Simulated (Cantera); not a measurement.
**Reactions in the system Ca-F-N-O**

Cantera with NASA thermochemical tables; ideal gases at 1 bar, condensed phases pure. Values are per mole of reaction as written; species without (g) are pure solids or liquids, kept so even where they would boil at 1 bar.

2 CaO + 2 NF3(g) ⇌ F2(g) + 2 CaF2 + 2 NO(g)

```json
[
 {"T (K)": "2125", "ΔH° (kJ)": "-613.3", "ΔS° (J/K)": "254.2", "ΔG° (kJ)": "-1153.5", "log10 K": "28.35"},
 {"T (K)": "2175", "ΔH° (kJ)": "-612.2", "ΔS° (J/K)": "254.7", "ΔG° (kJ)": "-1166.2", "log10 K": "28.01"},
 {"T (K)": "2225", "ΔH° (kJ)": "-611.2", "ΔS° (J/K)": "255.2", "ΔG° (kJ)": "-1179.0", "log10 K": "27.68"},
 {"T (K)": "2275", "ΔH° (kJ)": "-610.2", "ΔS° (J/K)": "255.6", "ΔG° (kJ)": "-1191.8", "log10 K": "27.36"},
 {"T (K)": "2325", "ΔH° (kJ)": "-609.3", "ΔS° (J/K)": "256.0", "ΔG° (kJ)": "-1204.6", "log10 K": "27.06"},
 {"T (K)": "2375", "ΔH° (kJ)": "-608.3", "ΔS° (J/K)": "256.4", "ΔG° (kJ)": "-1217.4", "log10 K": "26.77"},
 {"T (K)": "2425", "ΔH° (kJ)": "-607.4", "ΔS° (J/K)": "256.8", "ΔG° (kJ)": "-1230.2", "log10 K": "26.50"},
 {"T (K)": "2475", "ΔH° (kJ)": "-606.6", "ΔS° (J/K)": "257.2", "ΔG° (kJ)": "-1243.0", "log10 K": "26.23"},
 {"T (K)": "2525", "ΔH° (kJ)": "-605.7", "ΔS° (J/K)": "257.5", "ΔG° (kJ)": "-1255.9", "log10 K": "25.98"}
]
```
